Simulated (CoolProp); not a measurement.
Ethylene along the isotherm 285.2 K: density (kg/m³) from the reference equation and from simpler models built on Tc = 282.4 K, pc = 5.042 MPa, ω = 0.087; each cubic takes its own stable root.

Computed with CoolProp (reference Helmholtz-energy equation of state, Smukala 2000).

```json
[
 {"p (MPa)": "0.0239", "phase": "gas", "reference": "0.2832", "ideal gas": "0.2828", "Redlich-Kwong": "0.2832", "Soave-Redlich-Kwong": "0.2832"},
 {"p (MPa)": "0.0404", "phase": "gas", "reference": "0.4792", "ideal gas": "0.4780", "Redlich-Kwong": "0.4792", "Soave-Redlich-Kwong": "0.4792"},
 {"p (MPa)": "0.0681", "phase": "gas", "reference": "0.8092", "ideal gas": "0.8057", "Redlich-Kwong": "0.8093", "Soave-Redlich-Kwong": "0.8093"},
 {"p (MPa)": "0.115", "phase": "gas", "reference": "1.371", "ideal gas": "1.361", "Redlich-Kwong": "1.371", "Soave-Redlich-Kwong": "1.371"},
 {"p (MPa)": "0.194", "phase": "gas", "reference": "2.325", "ideal gas": "2.295", "Redlich-Kwong": "2.325", "Soave-Redlich-Kwong": "2.325"},
 {"p (MPa)": "0.327", "phase": "gas", "reference": "3.954", "ideal gas": "3.869", "Redlich-Kwong": "3.955", "Soave-Redlich-Kwong": "3.955"},
 {"p (MPa)": "0.552", "phase": "gas", "reference": "6.779", "ideal gas": "6.531", "Redlich-Kwong": "6.782", "Soave-Redlich-Kwong": "6.782"},
 {"p (MPa)": "0.932", "phase": "gas", "reference": "11.77", "ideal gas": "11.03", "Redlich-Kwong": "11.78", "Soave-Redlich-Kwong": "11.78"},
 {"p (MPa)": "1.57", "phase": "gas", "reference": "20.87", "ideal gas": "18.57", "Redlich-Kwong": "20.89", "Soave-Redlich-Kwong": "20.88"},
 {"p (MPa)": "2.66", "phase": "gas", "reference": "39.34", "ideal gas": "31.47", "Redlich-Kwong": "39.35", "Soave-Redlich-Kwong": "39.33"},
 {"p (MPa)": "4.48", "phase": "gas", "reference": "89.71", "ideal gas": "53.00", "Redlich-Kwong": "89.07", "Soave-Redlich-Kwong": "88.86"},
 {"p (MPa)": "7.56", "phase": "supercritical", "reference": "345.7", "ideal gas": "89.44", "Redlich-Kwong": "302.0", "Soave-Redlich-Kwong": "301.2"}
]
```
